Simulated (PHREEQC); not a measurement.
Consider water at 20 °C with 46 mmol/kgw HBF4. Closed to the air; pH follows from the charge balance.

All values are PHREEQC results (ion-association model, phreeqc.dat), not measurements.

* **pH**: 1.42
* **ionic strength**: 0.0441 mol/kgw
* **total alkalinity**: -184 meq/kg

```tsv
species	molality	activity	log γ
H+	0.0441	0.0379	-0.066
BF4-	0.0423	0.0351	-0.081
HF	0.0101	0.0102	0.004
H3BO3	0.00216	0.00218	0.004
BF3OH-	0.00139	0.00115	-0.081
F-	0.000238	0.000196	-0.086
BF2(OH)2-	0.000155	0.000129	-0.081
HF2-	8.82e-6	7.32e-6	-0.081
BF(OH)3-	1.94e-7	1.61e-7	-0.081
```

Precipitation was switched off in this run. Real BF4- forms and hydrolyses slowly; the run takes it at equilibrium.
